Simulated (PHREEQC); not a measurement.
PHREEQC input (Pitzer model, pitzer.dat):

```
SOLUTION 1
  temp 15
  units mol/kgw
  pH 7 charge
  S(6) 0.00048
  Ca 0.00048
  Br 0.079
  Na 0.341
  Mg 0.029
  Cl 0.391
  K 0.071
END
USE solution 1
INCREMENTAL_REACTIONS false
REACTION 1
  H2O -1
  0 9.886 18.011 24.689 30.178 34.689 38.397 41.444
  43.949 46.007 47.699 49.089 50.232 51.172 51.944 52.578
  53.1 53.528 53.88 54.17 54.408 moles
EQUILIBRIUM_PHASES 1
  Arcanite 0 0
  Bischofite 0 0
  Bloedite 0 0
  Brucite 0 0
  Carnallite 0 0
  Epsomite 0 0
  Glaserite 0 0
  Glauberite 0 0
  Gypsum 0 0
  Anhydrite 0 0
  Halite 0 0
  Hexahydrite 0 0
  Kainite 0 0
  Kieserite 0 0
  Leonite 0 0
  Mirabilite 0 0
  Misenite 0 0
  Polyhalite 0 0
  Portlandite 0 0
  Schoenite 0 0
  Sylvite 0 0
  Syngenite 0 0
  Thenardite 0 0
  MgCl2_4H2O 0 0
SELECTED_OUTPUT 1
  -reset false
  -pH true
  -pe true
  -ionic_strength true
  -water true
  -activities H2O
  -totals Br Ca Cl K Mg Na S
  -molalities H+ Na+ K+ Mg+2 Ca+2 Cl- SO4-2 Br- OH- HSO4-
    MgOH+
  -equilibrium_phases Arcanite Bischofite Bloedite Brucite Carnallite Epsomite Glaserite Glauberite Gypsum Anhydrite
    Halite Hexahydrite Kainite Kieserite Leonite Mirabilite Misenite Polyhalite Portlandite Schoenite
    Sylvite Syngenite Thenardite MgCl2_4H2O
PRINT
  -reset false
END
```

Selected output (columns that matter, 15 of 21 rows; water left (kg) added in front):

```
water left (kg)	pH	mu	Br	Ca	Cl	K	Mg	Na	S	m_H+	m_Na+	la_H2O	Halite	Sylvite
1	6.9861	0.50092	0.079	0.00048	0.391	0.071	0.029	0.341	0.00048	1.2441e-07	0.341	-0.0065227	0	0
0.821894	6.9603	0.60947	0.096119	0.00058402	0.47573	0.086386	0.035284	0.4149	0.00058402	1.2881e-07	0.4149	-0.0079528	0	0
0.555203	6.8933	0.90223	0.14229	0.00086455	0.70425	0.12788	0.052233	0.61419	0.00086455	1.3895e-07	0.61419	-0.011879	0	0
0.456313	6.8489	1.0978	0.17313	0.0010519	0.85687	0.15559	0.063553	0.74729	0.0010519	1.451e-07	0.74729	-0.014566	0	0
0.30824	6.7271	1.6251	0.25629	0.0015572	1.2685	0.23034	0.094083	1.1063	0.0015572	1.6167e-07	1.1063	-0.022111	0	0
0.253345	6.6426	1.9772	0.31183	0.0018947	1.5434	0.28025	0.11447	1.346	0.0018947	1.7371e-07	1.346	-0.027421	0	0
0.171138	6.4021	2.927	0.46162	0.0028048	2.2847	0.41487	0.16945	1.9925	0.0028048	2.1314e-07	1.9925	-0.04298	0	0
0.140655	6.2337	3.5613	0.56166	0.0034126	2.7799	0.50478	0.20618	2.4244	0.0034126	2.4631e-07	2.4244	-0.054478	0	0
0.115613	6.0239	4.3327	0.68332	0.0041518	3.382	0.61412	0.25084	2.9495	0.0041518	2.9491e-07	2.9495	-0.069758	0	0
0.0780852	5.4494	6.415	1.0117	0.0061471	5.0073	0.90926	0.37139	4.367	0.0061471	4.7669e-07	4.367	-0.11872	0	0
0.0641769	5.1641	7.4388	1.231	0.0074793	5.7261	1.1063	0.45188	4.947	0.0074793	6.1058e-07	4.947	-0.14646	0.023518	0
0.0433504	4.9658	8.1064	1.8224	0.011073	5.5708	1.6378	0.66897	4.4174	0.011073	8.138e-07	4.4174	-0.15988	0.14951	0
0.0356396	4.8529	8.4469	2.2166	0.013468	5.3627	1.7803	0.8137	4.1716	0.013468	9.4099e-07	4.1716	-0.16761	0.19232	0.0075515
0.0240733	4.5839	9.1777	3.2816	0.019939	4.6117	1.7774	1.2047	3.7067	0.019939	1.2567e-06	3.7067	-0.18727	0.25177	0.028213
0.0197855	4.414	9.6805	3.9928	0.02426	4.1249	1.7698	1.4657	3.4166	0.02426	1.457e-06	3.4166	-0.20235	0.2734	0.035984
```
